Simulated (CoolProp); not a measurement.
Model: reference Helmholtz-energy equation of state, Thol 2019, in CoolProp.

### Question
For tetradecamethylhexasiloxane (MD4M), give the phase and the density (kg/m³), cp (kJ/(kg K)), cv (kJ/(kg K)), speed of sound (m/s) at -12.45 °C and 12 bar; 54.85 °C and 12 bar; 88.55 °C and 12 bar.

### Answer
- -12.45 °C and 12 bar: liquid; density 924, cp 1.61, cv 1.33, speed of sound 1090
- 54.85 °C and 12 bar: liquid; density 860, cp 1.78, cv 1.52, speed of sound 870
- 88.55 °C and 12 bar: liquid; density 827, cp 1.86, cv 1.60, speed of sound 776
